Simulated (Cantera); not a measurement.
A freely propagating, adiabatic, planar premixed flame of H2 : O2 : N2 = 1 : 0.455 : 1.71 (molar parts), equivalence ratio 1.1, unburnt at 398 K and 750 Torr; mixture-averaged transport, grid criteria slope 0.08 and curve 0.16, no radiation.

Computed with Cantera and the H2/O2 subset of GRI-Mech 3.0, which has no nitrogen chemistry. Burning velocities carry a grid error of a few per cent, more on coarse grids.

x: mole fraction of selected species; z is measured from the peak of heat release.

| z (mm) | T (K) | u (m/s) | x H2 | x O2 | x OH | x H2O | x H2O2 | x H |
|---|---|---|---|---|---|---|---|---|
| -1.18 | 398 | 3.97 | 0.316 | 0.144 | <1e-8 | <1e-8 | <1e-8 | <1e-8 |
| -0.788 | 398 | 3.97 | 0.316 | 0.144 | <1e-8 | <1e-8 | <1e-8 | <1e-8 |
| -0.591 | 398 | 3.97 | 0.316 | 0.144 | <1e-8 | <1e-8 | <1e-8 | <1e-8 |
| -0.394 | 398 | 3.97 | 0.316 | 0.144 | <1e-8 | 1.01e-7 | <1e-8 | <1e-8 |
| -0.197 | 407 | 4.04 | 0.312 | 0.145 | 4.66e-6 | 0.000161 | ___ | 2.65e-6 |
| -0.0984 | 646 | 6.22 | 0.277 | 0.141 | 0.00104 | 0.0172 | ___ | 0.00286 |
| 0 | 1143 | 10.6 | 0.180 | 0.107 | 0.00257 | 0.0990 | ___ | 0.0284 |
| 0.0984 | 1485 | 13.6 | 0.0886 | 0.0485 | 0.00796 | 0.204 | ___ | 0.0538 |
| 0.197 | 1651 | 15.0 | 0.0610 | 0.0261 | 0.0116 | 0.243 | ___ | 0.0553 |
| 0.394 | 1815 | 16.4 | 0.0560 | 0.0186 | 0.0143 | 0.259 | ___ | 0.0448 |
| 0.788 | 1976 | 17.6 | 0.0546 | 0.0147 | 0.0154 | 0.271 | ___ | 0.0325 |
| 1.58 | 2126 | 18.7 | 0.0513 | 0.0110 | 0.0151 | 0.284 | ___ | 0.0219 |
| 3.15 | 2255 | 19.7 | 0.0466 | 0.00761 | 0.0134 | 0.298 | ___ | 0.0139 |

### Question
Fill in the missing entries.

### Answer

- -0.197, x H2O2: 2.95e-6
- -0.0984, x H2O2: 7.43e-5
- 0, x H2O2: 9.59e-6
- 0.0984, x H2O2: 3.44e-6
- 0.197, x H2O2: 2.05e-6
- 0.394, x H2O2: 1.06e-6
- 0.788, x H2O2: 5.56e-7
- 1.58, x H2O2: 3.28e-7
- 3.15, x H2O2: 2.19e-7
